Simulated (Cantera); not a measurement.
What does this Cantera script print?

```python
import numpy as np
import cantera as ct

gas_names = """
    NH3 CrO3 H2O NO2
""".split()
cond_names = """
    Cr(cr) Cr(L)
""".split()


# ... load() reads the species with a 1 bar reference pressure and builds the phases ...
species = {s.name: s for s in load("nasa_gas.yaml", gas_names) + load("nasa_condensed.yaml", cond_names)}
# Each term lists the table entries of one substance; the one whose range holds T is used.
reactions = {
    '6 NH3(g) + 7 CrO3(g) = 9 H2O(g) + 6 NO2(g) + 7 Cr':
        [(-6, ['NH3']), (-7, ['CrO3']), (9, ['H2O']), (6, ['NO2']), (7, ['Cr(cr)', 'Cr(L)'])],
}


def pick(names, T):
    return next(species[n] for n in names if species[n].thermo.min_temp <= T <= species[n].thermo.max_temp)


results = []
for label, terms in reactions.items():
    print(label)
    print("     T/K   dH/kJ  dS/(J/K)   dG/kJ   log10 K")
    for T in [673, 873, 1073, 1273, 1473, 1673, 1873, 2073, 2273, 2473, 2673]:
        used = [(nu, pick(names, T)) for nu, names in terms]
        dH = sum(nu * s.thermo.h(T) for nu, s in used) / 1e6
        dS = sum(nu * s.thermo.s(T) for nu, s in used) / 1e3
        dG = dH - T * dS / 1e3
        logK = -dG * 1e6 / (ct.gas_constant * T * np.log(10))
        results.append((label, T, dH, dS, dG, logK, [s.name for _, s in used]))
        print(f"{T:8g} {dH:8.1f} {dS:8.1f} {dG:8.1f} {logK:8.2f}")
```

Output:

```
6 NH3(g) + 7 CrO3(g) = 9 H2O(g) + 6 NO2(g) + 7 Cr
     T/K   dH/kJ  dS/(J/K)   dG/kJ   log10 K
     673    368.7    320.4    153.1   -11.88
     873    371.6    324.1     88.6    -5.30
    1073    376.0    328.6     23.4    -1.14
    1273    384.6    335.9    -43.0     1.77
    1473    398.6    346.1   -111.2     3.94
    1673    418.8    358.9   -181.6     5.67
    1873    445.5    373.9   -254.9     7.11
    2073    479.1    391.0   -331.3     8.35
    2273    645.8    469.1   -420.4     9.66
    2473    663.7    476.6   -515.0    10.88
    2673    682.4    483.9   -611.1    11.94
```

Standard-state values (1 bar) from the NASA 1993 polynomials, evaluated with Cantera. Condensed species are held in their standard states even where they would react or evaporate.
